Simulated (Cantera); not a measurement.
A freely propagating, adiabatic, planar premixed flame of CH4 : C2H6 : O2 : N2 = 1 : 0.11 : 3.46 : 13 (molar parts), equivalence ratio 0.69, unburnt at 575 K and 308 Torr; mixture-averaged transport, grid criteria slope 0.08 and curve 0.16, no radiation.

Computed with Cantera and GRI-Mech 3.0 (53 species, 325 reactions). Burning velocities carry a grid error of a few per cent, more on coarse grids.

Task: What does this change do: C2H6 0.11 to 0.14 parts?

Result: 
| quantity | before | after |
|---|---|---|
| laminar burning velocity | 103 cm/s | 110 cm/s |
| thermal thickness | 0.863 mm | 0.830 mm |
| peak x(OH) | 0.00768 | 0.00828 |
| peak x(C2H) | 3.27e-8 | 5.46e-8 |

Task: What does this change do: inlet temperature 575 to 500 K?

Result: 
```json
[
 {"quantity": "laminar burning velocity", "before": "103 cm/s", "after": "75.7 cm/s"},
 {"quantity": "thermal thickness", "before": "0.863 mm", "after": "0.934 mm"},
 {"quantity": "peak x(OH)", "before": "0.00768", "after": "0.00685"},
 {"quantity": "peak x(C2H)", "before": "3.27e-8", "after": "2.14e-8"}
]
```

Task: What does this change do: inlet temperature 575 to 550 K?

Result: 
| quantity | before | after |
|---|---|---|
| laminar burning velocity | 103 cm/s | 93.3 cm/s |
| thermal thickness | 0.863 mm | 0.886 mm |
| peak x(OH) | 0.00768 | 0.00740 |
| peak x(C2H) | 3.27e-8 | 2.84e-8 |
